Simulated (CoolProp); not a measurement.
Model: reference Helmholtz-energy equation of state, Schroeder 2014, in CoolProp.

Question: For ethanol, give the phase and the cv (kJ/(kg K)), isothermal compressibility (1/MPa) at 444.3 K and 6.81 MPa.

Answer: 
- 444.3 K and 6.81 MPa: liquid; cv 2.93, isothermal compressibility 0.00463
